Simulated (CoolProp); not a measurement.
Vapour-liquid equilibrium of CH2F2 (R32) (1) + R142b (2) at 0.157 bar; x and y are mole fractions of (1).

Computed with CoolProp (multi-fluid Helmholtz-energy mixture model, Tillner-Roth 1997 and Lemmon 2006; pair parameters Bell 2016).

Give the bubble temperature and the first vapour's composition at x = 0.05, 0.15, 0.55. Is there an azeotrope?

x = 0.05: 218.5 K, y = 0.385; x = 0.15: 208.9 K, y = 0.709; x = 0.55: 195.3 K, y = 0.936. No azeotrope shows between x = 0.05 and 0.95.

The pair parameters rest on a limited set of measurements; away from them the model extrapolates.
